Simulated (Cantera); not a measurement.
A perfectly stirred reactor is fed with CH₃OH : O₂ : N₂ = 0.0072 : 0.047 : 1 (molar parts), equivalence ratio 0.23, at 5.63 atm; it is held at 1573 K, and followed from long to short residence time.

Model: GRI-Mech 3.0 (53 species, 325 reactions), integrated in Cantera. GRI-Mech 3.0 was tuned for natural gas; its chemistry of methanol as a main component is partial and can be far from experiment.

x: mole fraction; the columns are a selection and need not sum to one.

```tsv
τ (s)	x CH₃OH	x O₂	x C₂H₄	x CO	x HCN
2.1	1.46e-7	0.0342	<1e-12	[?]	4.07e-12
0.74	3.21e-7	0.0342	<1e-12	[?]	4.62e-12
0.26	6.83e-7	0.0342	<1e-12	[?]	5.55e-12
0.093	1.41e-6	0.0342	<1e-12	[?]	6.89e-12
0.033	2.86e-6	0.0343	<1e-12	[?]	8.67e-12
0.012	5.62e-6	0.0343	<1e-12	[?]	1.10e-11
0.0041	1.13e-5	0.0345	<1e-12	[?]	1.56e-11
0.0015	2.18e-5	0.0347	2.45e-12	[?]	2.80e-11
```

Q: Fill in the missing entries.

A: 
- 2.1, x CO: 6.32e-6
- 0.74, x CO: 1.38e-5
- 0.26, x CO: 2.97e-5
- 0.093, x CO: 6.26e-5
- 0.033, x CO: 0.000132
- 0.012, x CO: 0.000271
- 0.0041, x CO: 0.000571
- 0.0015, x CO: 0.00111
